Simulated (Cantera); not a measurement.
Feed: 1 mol Si₃N₄, 0.26 mol O₂, 8.9 mol N₂, held at 1.00 Pa.

These are equilibrium values from Cantera (NASA tables, ideal gas, pure condensed phases), not measurements of a reactor. Candidate condensed phases: Si, SiO₂, Si₂N₂O, Si₃N₄; 16 gas species. Mutual solubility and eutectic melting of coexisting phases are not modelled. The tables' values for SiN are old estimates; treat these amounts as uncertain. The numbers say what is thermodynamically allowed, not how fast it happens.

x: gas mole fraction; n: condensed amount in mol.

```tsv
T (K)	x N₂	x Si	x SiO	x Si₂	n Si(s)	n Si₂N₂O(s)	n Si(l)
1448	0.960	0.000292	0.0399	2.54e-7	2.41	0.0697	0
1498	0.953	?	0.0455	?	2.47	0	0
1548	0.951	0.00318	0.0454	5.66e-6	2.44	0	0
1598	0.945	0.00935	0.0451	2.30e-5	2.37	0	0
1648	0.930	?	0.0444	?	?	0	0
1698	0.891	0.0657	0.0425	0.000286	0	0	1.66
1748	0.814	0.146	0.0389	0.000748	0	0	0.492
1798	0.785	0.177	0.0375	0.000607	0	0	0
1848	0.785	0.177	0.0374	0.000349	0	0	0
1898	0.784	0.178	0.0374	0.000206	0	0	0
1948	0.784	0.178	0.0374	0.000124	0	0	0
1998	0.784	0.178	0.0374	7.70e-5	0	0	0
2048	0.784	0.178	0.0374	4.88e-5	0	0	0
```

Complete the blanks.


- 1498, x Si: 0.00100
- 1498, x Si₂: 1.27e-6
- 1648, x Si: 0.0258
- 1648, x Si₂: 8.58e-5
- 1648, n Si(s): 2.17
